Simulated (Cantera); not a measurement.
What does this Cantera script print?

```python
import numpy as np
import cantera as ct

gas_names = """
    CL CL2 H HCL H2 Si SiCL SiCL2 SiCL3 SiCL4 SiH SiHCL3 SiH2 SiH2CL2 SiH3 SiH3CL SiH4 Si2 Si3
""".split()
cond_names = """
    Si(cr) Si(L)
""".split()


# ... load() reads the species with a 1 bar reference pressure and builds the phases ...
atoms = {
    'SiCl4': {'Si': 1, 'CL': 4},
    'Cl2': {'CL': 2},
    'H2': {'H': 2},
    'HCl': {'H': 1, 'CL': 1},
}
top_T = {}  # K; cautious upper limits of use, not melting points


# ... equilibrate(T, P, feed) seeds the gas with the atoms and calls Mixture.equilibrate('TP', solver="vcs", rtol=1e-11, max_steps=5000) ...
results = []
feed = {'SiCl4': 1, 'Cl2': 0.59, 'H2': 8, 'HCl': 5.9}  # mol
P = 10000  # Pa
for T in [523, 673, 823, 973, 1123, 1273, 1423]:
    mix = equilibrate(T, P, feed)
    results.append((T, P, feed, dict(zip(mix.species_names, mix.species_moles))))
    x = sorted(zip(gas.X, gas.species_names), reverse=True)
    print(f"T = {T:g} K  P = {P:g} Pa  gas = {mix.phase_moles(0):.4g} mol")
    print("   x: " + "  ".join(f"{s} {v:.3e}" for v, s in x if v > 1e-05))
    print("   condensed (mol): " + ("  ".join(f"{mix.phase(i).name} {mix.phase_moles(i):.4g}"
          for i in range(1, mix.n_phases) if mix.phase_moles(i) > 1e-12) or "none"))
```

Output:

```
T = 523 K  P = 10000 Pa  gas = 15.49 mol
   x: H2 4.784e-01  HCL 4.571e-01  SiCL4 6.456e-02
   condensed (mol): none
T = 673 K  P = 10000 Pa  gas = 15.49 mol
   x: H2 4.784e-01  HCL 4.571e-01  SiCL4 6.455e-02
   condensed (mol): none
T = 823 K  P = 10000 Pa  gas = 15.49 mol
   x: H2 4.783e-01  HCL 4.572e-01  SiCL4 6.448e-02  SiHCL3 8.140e-05
   condensed (mol): none
T = 973 K  P = 10000 Pa  gas = 15.49 mol
   x: H2 4.780e-01  HCL 4.575e-01  SiCL4 6.416e-02  SiHCL3 3.767e-04  SiCL3 2.098e-05
   condensed (mol): none
T = 1123 K  P = 10000 Pa  gas = 15.49 mol
   x: H2 4.769e-01  HCL 4.585e-01  SiCL4 6.303e-02  SiHCL3 1.124e-03  SiCL3 3.652e-04  SiCL2 2.629e-05
   condensed (mol): none
T = 1273 K  P = 10000 Pa  gas = 15.53 mol
   x: H2 4.723e-01  HCL 4.633e-01  SiCL4 5.809e-02  SiCL3 2.950e-03  SiHCL3 2.367e-03  SiCL2 9.821e-04  SiH2CL2 1.335e-05
   condensed (mol): none
T = 1423 K  P = 10000 Pa  gas = 15.74 mol
   x: HCL 4.847e-01  H2 4.518e-01  SiCL4 3.941e-02  SiCL2 1.084e-02  SiCL3 1.039e-02  SiHCL3 2.852e-03  SiH2CL2 3.146e-05  H 1.412e-05  CL 1.241e-05
   condensed (mol): none
```

Equilibrium computed with Cantera from the NASA thermochemical tables; the gas is ideal and each condensed phase is pure. The tables' values for SiCl3 are old estimates; treat these amounts as uncertain.
